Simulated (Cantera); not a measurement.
Feed: 1 mol SiCl4, 0.3 mol Cl2, 39 mol H2, at 1198 K and 35.0 mbar.

These are equilibrium values from Cantera (NASA tables, ideal gas, pure condensed phases), not measurements of a reactor. Candidate condensed phases: Si; 19 gas species. The tables' values for SiCl3 are old estimates; treat these amounts as uncertain. Rates play no part.

Base state: H2 0.925, HCl 0.0549, SiCl2 0.00766, SiCl4 0.00651, SiHCl3 0.00295, SiCl3 0.00237, SiH2Cl2 0.000175 (mole fractions); condensed: Si(s).

Question: What changes in the equilibrium state with this change: pressure from 35.0 mbar to 10.0 mbar?

Answer: 
```json
[
 {"species": "H2", "before": "0.925", "after": "0.917"},
 {"species": "HCl", "before": "0.0549", "after": "0.0649"},
 {"species": "SiCl2", "before": "0.00766", "after": "0.0108"},
 {"species": "SiH2Cl2", "before": "0.000175", "after": "7.00e-5"},
 {"species": "SiHCl3", "before": "0.00295", "after": "0.00141"},
 {"species": "SiCl4", "before": "0.00651", "after": "0.00370"},
 {"species": "Si(s), mol", "before": "0.196", "after": "0.256"}
]
```

Question: What changes in the equilibrium state with this change: temperature from 1198 K to 1075 K?

Answer: 
| species | before | after |
|---|---|---|
| H2 | 0.925 | 0.946 |
| HCl | 0.0549 | 0.0303 |
| SiCl4 | 0.00651 | 0.0146 |
| SiCl2 | 0.00766 | 0.00190 |
| SiHCl3 | 0.00295 | 0.00564 |
| SiCl3 | 0.00237 | 0.00132 |
| SiH2Cl2 | 0.000175 | 0.000256 |
| Si(s), mol | 0.196 | 0.0426 |
